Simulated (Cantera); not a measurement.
A Cantera script and what it prints.

```python
import numpy as np
import cantera as ct

gas_names = """
    H HNO HNO2 HNO3 HO2 H2 H2O H2O2 N NH NH2 NH3 NH2OH NO NO2 NO3 N2 N2H2 N2H4 N2O O OH O2 O3 Si SiH
    SiH2 SiH3 SiH4 SiN SiO SiO2 Si2 Si2N Si3
""".split()
cond_names = """
    H2O(s) H2O(L) Si(cr) Si(L) SiO2(Lqz) SiO2(hqz) SiO2(L) Si2N2O(s) Si3N4(a)
""".split()


# ... load() reads the species with a 1 bar reference pressure and builds the phases ...
atoms = {
    'Si2H6': {'Si': 2, 'H': 6},
    'NO': {'N': 1, 'O': 1},
}
top_T = {'Si2N2O(s)': 2100, 'Si3N4(a)': 2400}  # K; cautious upper limits of use, not melting points


# ... equilibrate(T, P, feed) seeds the gas with the atoms and calls Mixture.equilibrate('TP', solver="vcs", rtol=1e-11, max_steps=5000) ...
results = []
T = 675  # K
P = 100000  # Pa
for m in [1.8, 2.1, 2.5, 2.9, 3.4, 4, 4.6, 5.4, 6.4, 7.5, 8.8, 10]:
    feed = {'Si2H6': 1, 'NO': m}  # mol
    mix = equilibrate(T, P, feed)
    results.append((T, P, feed, dict(zip(mix.species_names, mix.species_moles))))
    x = sorted(zip(gas.X, gas.species_names), reverse=True)
    print(f"T = {T:g} K  P = {P:g} Pa  n(NO) = {m:g} mol  gas = {mix.phase_moles(0):.4g} mol")
    print("   x: " + "  ".join(f"{s} {v:.3e}" for v, s in x if v > 1e-05))
    print("   condensed (mol): " + ("  ".join(f"{mix.phase(i).name} {mix.phase_moles(i):.4g}"
          for i in range(1, mix.n_phases) if mix.phase_moles(i) > 1e-12) or "none"))
```

It prints:

```
T = 675 K  P = 100000 Pa  n(NO) = 1.8 mol  gas = 3.158 mol
   x: H2 9.459e-01  N2 5.141e-02  NH3 2.730e-03
   condensed (mol): SiO2(Lqz) 0.5333  Si2N2O(s) 0.7333
T = 675 K  P = 100000 Pa  n(NO) = 2.1 mol  gas = 3.404 mol
   x: H2 8.757e-01  N2 1.205e-01  NH3 3.724e-03
   condensed (mol): SiO2(Lqz) 0.7333  Si2N2O(s) 0.6333
T = 675 K  P = 100000 Pa  n(NO) = 2.5 mol  gas = 3.734 mol
   x: H2 7.971e-01  N2 1.988e-01  NH3 4.153e-03
   condensed (mol): SiO2(Lqz) 1  Si2N2O(s) 0.5
T = 675 K  P = 100000 Pa  n(NO) = 2.9 mol  gas = 4.066 mol
   x: H2 7.315e-01  N2 2.643e-01  NH3 4.210e-03
   condensed (mol): SiO2(Lqz) 1.267  Si2N2O(s) 0.3667
T = 675 K  P = 100000 Pa  n(NO) = 3.4 mol  gas = 4.482 mol
   x: H2 6.633e-01  N2 3.327e-01  NH3 4.078e-03
   condensed (mol): SiO2(Lqz) 1.6  Si2N2O(s) 0.2
T = 675 K  P = 100000 Pa  n(NO) = 4 mol  gas = 4.981 mol
   x: H2 5.966e-01  N2 3.996e-01  NH3 3.813e-03
   condensed (mol): SiO2(Lqz) 2  Si2N2O(s) 8.589e-06
T = 675 K  P = 100000 Pa  n(NO) = 4.6 mol  gas = 5.286 mol
   x: H2 4.501e-01  N2 4.338e-01  H2O 1.135e-01  NH3 2.603e-03
   condensed (mol): SiO2(Lqz) 2
T = 675 K  P = 100000 Pa  n(NO) = 5.4 mol  gas = 5.692 mol
   x: N2 4.736e-01  H2 2.791e-01  H2O 2.459e-01  NH3 1.328e-03
   condensed (mol): SiO2(Lqz) 2
T = 675 K  P = 100000 Pa  n(NO) = 6.4 mol  gas = 6.198 mol
   x: N2 5.161e-01  H2O 3.872e-01  H2 9.638e-02  NH3 2.814e-04
   condensed (mol): SiO2(Lqz) 2
T = 675 K  P = 100000 Pa  n(NO) = 7.5 mol  gas = 7 mol
   x: N2 5.357e-01  H2O 4.286e-01  O2 3.571e-02
   condensed (mol): SiO2(Lqz) 2
T = 675 K  P = 100000 Pa  n(NO) = 8.8 mol  gas = 8.3 mol
   x: N2 5.301e-01  H2O 3.614e-01  O2 1.084e-01
   condensed (mol): SiO2(Lqz) 2
T = 675 K  P = 100000 Pa  n(NO) = 10 mol  gas = 9.5 mol
   x: N2 5.263e-01  H2O 3.158e-01  O2 1.579e-01
   condensed (mol): SiO2(Lqz) 2
```

These are equilibrium values from Cantera (NASA tables, ideal gas, pure condensed phases), not measurements of a reactor. The feed counts by its element totals alone.
